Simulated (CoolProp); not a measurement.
Vapour-liquid equilibrium of propylene (1) + n-hexane (2) at 295.2 K; x and y are mole fractions of (1).

Values from CoolProp's multi-fluid Helmholtz-energy mixture model, Lemmon 2013 and Thol 2019; pair parameters Bell 2016.

**Question.** Give the bubble pressure and the first vapour's composition at x = 0.65, 0.8, 0.95. Is there an azeotrope?

**Answer.** x = 0.65: 0.6497 MPa, y = 0.984; x = 0.8: 0.8197 MPa, y = 0.992; x = 0.95: 1.006 MPa, y = 0.998. No azeotrope shows between x = 0.05 and 0.95.

Pair parameters are fitted to limited data, so mixtures are less certain than the pure fluids. The gap from Raoult's law changes sign with composition, which may be real or a fault of the pair parameters; it wasn't checked against measurements.
